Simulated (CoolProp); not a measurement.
Vapour-liquid equilibrium of carbon dioxide (1) + ethane (2) at 256.2 K; x and y are mole fractions of (1).

The numbers come from the multi-fluid Helmholtz-energy mixture model, Span 1996 and Bücker 2006; pair parameters Kunz 2012 in CoolProp.

```tsv
x	bubble pressure (MPa)	y at the bubble point	dew pressure at overall composition x (MPa)	liquid density (mol/L)
0.05	1.696	0.110	1.612	14.64
0.15	1.956	0.272	1.756	14.92
0.25	2.161	0.386	1.918	15.27
0.35	2.314	0.473	2.095	15.69
0.45	2.422	0.543	2.275	16.24
0.55	2.490	0.604	2.431	16.95
0.65	2.520	0.662	2.517	17.87
0.75	2.511	0.723	2.494	19.02
0.85	2.449	0.798	2.385	20.43
0.95	2.297	0.912	2.238	22.14
```

y crosses x between x = 0.65 and 0.75: the model has an azeotrope there.

The pair parameters rest on a limited set of measurements; away from them the model extrapolates.
